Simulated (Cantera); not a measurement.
An adiabatic, constant-volume homogeneous reactor starts with CH₄ : O₂ : N₂ = 1 : 1.67 : 6.27 (molar parts), equivalence ratio 1.2, at 1573 K and 0.957 atm. Integrator tolerance rtol = 1e-08.

Model: GRI-Mech 3.0 (53 species, 325 reactions), integrated in Cantera.

**Question.** What does this change do: CH4 1 to 1.8 parts?

**Answer.** 
```csv
quantity,before,after
time of steepest temperature rise,0.608 ms,0.751 ms
temperature at 2.00 s,2950 K,2723 K
equilibrium temperature,2950 K,2723 K
x(CH₄) at 2.00 s,<1e-12 (gas-phase equilibrium <1e-12),4.17e-11 (gas-phase equilibrium 4.67e-11)
x(O₂) at 2.00 s,0.0104 (gas-phase equilibrium 0.0104),5.09e-5 (gas-phase equilibrium 5.09e-5)
x(O) at 2.00 s,0.00694 (gas-phase equilibrium 0.00694),0.000200 (gas-phase equilibrium 0.000200)
x(NO) at 2.00 s,0.00905 (gas-phase equilibrium 0.00905),0.000422 (gas-phase equilibrium 0.000422)
x(H) at 2.00 s,0.0191 (gas-phase equilibrium 0.0191),0.0186 (gas-phase equilibrium 0.0186)
x(CO₂) at 2.00 s,0.0352 (gas-phase equilibrium 0.0352),0.0130 (gas-phase equilibrium 0.0130)
x(N₂O) at 2.00 s,6.48e-7 (gas-phase equilibrium 6.48e-7),2.76e-8 (gas-phase equilibrium 2.76e-8)
```

**Question.** What does this change do: initial temperature 1573 to 1475 K?

**Answer.** 
```tsv
quantity	before	after
time of steepest temperature rise	0.608 ms	1.58 ms
temperature at 2.00 s	2950 K	2925 K
equilibrium temperature	2950 K	2925 K
x(CH₄) at 2.00 s	<1e-12 (gas-phase equilibrium <1e-12)	<1e-12 (gas-phase equilibrium <1e-12)
x(O₂) at 2.00 s	0.0104 (gas-phase equilibrium 0.0104)	0.00951 (gas-phase equilibrium 0.00951)
x(O) at 2.00 s	0.00694 (gas-phase equilibrium 0.00694)	0.00592 (gas-phase equilibrium 0.00592)
x(NO) at 2.00 s	0.00905 (gas-phase equilibrium 0.00905)	0.00840 (gas-phase equilibrium 0.00840)
x(H) at 2.00 s	0.0191 (gas-phase equilibrium 0.0191)	0.0169 (gas-phase equilibrium 0.0169)
x(CO₂) at 2.00 s	0.0352 (gas-phase equilibrium 0.0352)	0.0371 (gas-phase equilibrium 0.0371)
x(N₂O) at 2.00 s	6.48e-7 (gas-phase equilibrium 6.48e-7)	6.18e-7 (gas-phase equilibrium 6.18e-7)
```
